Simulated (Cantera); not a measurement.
**Thermodynamics of sublimation and decomposition of ceramics, feed SiO₂ + Si + N₂**

Charge: 1 mol SiO₂, 0.061 mol Si, 3.2 mol N₂, equilibrated at 5.80 bar.

Equilibrium computed with Cantera from the NASA thermochemical tables; the gas is ideal and each condensed phase is pure. Candidate condensed phases: Si, SiO₂, Si₂N₂O, Si₃N₄; 16 gas species. Mutual solubility and eutectic melting of coexisting phases are not modelled. The tables hold silica as quartz up to 1696 K and as liquid above; real silica turns to tridymite and cristobalite and melts near 1996 K. The numbers say what is thermodynamically allowed, not how fast it happens.

At 1675 K the condensed part is SiO₂(β-quartz) + Si₂N₂O(s). From 1775 K to 1975 K the condensed part is SiO₂(condensed) + Si₂N₂O(s). At 2075 K the condensed part is SiO₂(l) + Si₂N₂O(s). From 2175 K to 2375 K the condensed part is SiO₂(l). The main Si-bearing gas is SiO throughout.

```tsv
T (K)	log p N₂	log p SiO	log p SiO₂	log p NO	n SiO₂(β-quartz)	n Si₂N₂O(s)	n SiO₂(condensed)	n SiO₂(l)
1675	0.76	-4.09	-9.52	-9.33	0.980	0.0407	0	0
1775	0.76	-3.22	-8.50	-8.67	0	0.0406	0.980	0
1875	0.76	-2.45	-7.59	-8.08	0	0.0400	0.979	0
1975	0.76	-1.76	-6.78	-7.56	0	0.0375	0.976	0
2075	0.76	-1.13	-6.05	-7.08	0	0.0271	0	0.966
2175	0.75	-0.67	-5.39	-6.56	0	0	0	0.939
2275	0.75	-0.67	-4.79	-5.65	0	0	0	0.939
2375	0.75	-0.67	-4.25	-4.83	0	0	0	0.939
```
log p: log10 of the partial pressure in bar; n: condensed amount in mol.
